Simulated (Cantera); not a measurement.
A closed system holds: 1 mol Si2H6, 0.37 mol NO, 25 mol H2, held at 1900 K and 39000 Pa.

Method: chemical equilibrium by Gibbs-energy minimisation in Cantera with the NASA 1993 tables (ideal gas, pure condensed phases). The feed counts by its element totals alone. Gases not in the tables: Si2H6 and higher silanes. Kinetics and transport are ignored.

```csv
species,before,after
H2,0.979,0.910
SiO,0.0129,0.0462
N2,0.00647,0.0423
H2O,4.49e-6,0.000699
SiH2,5.71e-5,1.13e-6
SiH,1.73e-5,3.56e-7
Si,3.23e-5,6.90e-7
H,0.00126,0.00121
"Si(l), mol",1.63,0
"SiO2(condensed), mol",0,0.579
```
Gas species are given as mole fractions.

Name the change that produced these shifts.
A. NO from 0.37 to 2.6 mol
B. NO from 0.37 to 18 mol
C. temperature from 1900 K to 1673.15 K
D. temperature from 1900 K to 1450 K

A, NO from 0.37 to 2.6 mol. The tables hold silica as quartz up to 1696 K and as liquid above; real silica turns to tridymite and cristobalite and melts near 1996 K
